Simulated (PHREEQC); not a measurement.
Synthetic water in mg/L, 40 °C, pH 7.19, pe 2.1:

```tsv
constituent	mg/L
Na	2880
K	1.58
Ca	284
Mg	1000
Cl	6680
S(6) as SO4	1880
Alkalinity as HCO3	33.6
Li	0.226
```

Cl is adjusted to close the charge balance.
Valence states are taken as typed.

Equilibrium calculation in PHREEQC: ion-association model, phreeqc.dat.

This is a speciation only: nothing precipitates in the calculation.

Problem. Order these Mg species by the share of Mg that they hold, largest first: MgSO4, MgHCO3+, Mg+2.

Solution. Mg+2 (80 %), MgSO4 (19 %), MgHCO3+ (0.15 %)

Problem. Order these C species by the share of C that they hold, largest first: NaHCO3, CO2, MgHCO3+, HCO3-, CaHCO3+.

Solution. HCO3- (77 %), MgHCO3+ (11 %), CO2 (6.8 %), NaHCO3 (2.5 %), CaHCO3+ (2.1 %)

The pH is 7.19 and the ionic strength 0.254 mol/kgw. Complexes and solids missing from the database can't appear. At this temperature some constants are extrapolated from 25 °C, and those without enthalpy data are left unchanged.
